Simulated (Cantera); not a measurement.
Thermodynamics of aluminium nitride and oxide growth, feed Al(CH3)3 + NH3 + H2

Charge: 1 mol Al(CH3)3, 8.3 mol NH3, 4.5 mol H2, at 10.0 Torr.

These are equilibrium values from Cantera (NASA tables, ideal gas, pure condensed phases), not measurements of a reactor. Candidate condensed phases: Al, AlN, C, C6H6, C7H8, C8H18; 97 gas species. The feed counts by its element totals alone. Kinetics and transport are ignored.

From 1098 K to 1998 K the condensed part is AlN(s) + C(graphite).

```tsv
T (K)	x H2	x N2	x Al	x H	x HCN	n AlN(s)	n C(graphite)
1098	0.854	0.145	<1e-12	1.98e-7	7.63e-6	1.00	2.99
1198	0.854	0.145	<1e-12	1.52e-6	2.57e-5	1.00	3.00
1298	0.854	0.145	3.66e-11	8.58e-6	7.16e-5	1.00	3.00
1398	0.854	0.145	2.53e-9	3.79e-5	0.000172	1.00	2.99
1498	0.854	0.145	9.85e-8	0.000138	0.000367	1.000	2.99
1598	0.854	0.145	2.41e-6	0.000426	0.000711	1.000	2.98
1698	0.853	0.145	4.03e-5	0.00116	0.00127	0.999	2.96
1798	0.850	0.144	0.000491	0.00281	0.00213	0.987	2.94
1898	0.841	0.145	0.00456	0.00621	0.00337	0.880	2.89
1998	0.796	0.151	0.0330	0.0124	0.00508	0.0971	2.82
```
x: gas mole fraction; n: condensed amount in mol.
